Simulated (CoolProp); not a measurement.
Vapour-liquid equilibrium of diethyl ether (1) + n-hexane (2) at 63.05 °C; x and y are mole fractions of (1).

Model: multi-fluid Helmholtz-energy mixture model, Thol 2014 and Thol 2019; pair parameters Bell 2016, in CoolProp.

Q: Give the bubble pressure and the first vapour's composition at x = 0.25, 0.85, 0.95. Is there an azeotrope?

A: x = 0.25: 1.340 bar, y = 0.505; x = 0.85: 2.293 bar, y = 0.932; x = 0.95: 2.452 bar, y = 0.978. No azeotrope shows between x = 0.05 and 0.95.

Pair parameters are fitted to limited data, so mixtures are less certain than the pure fluids.
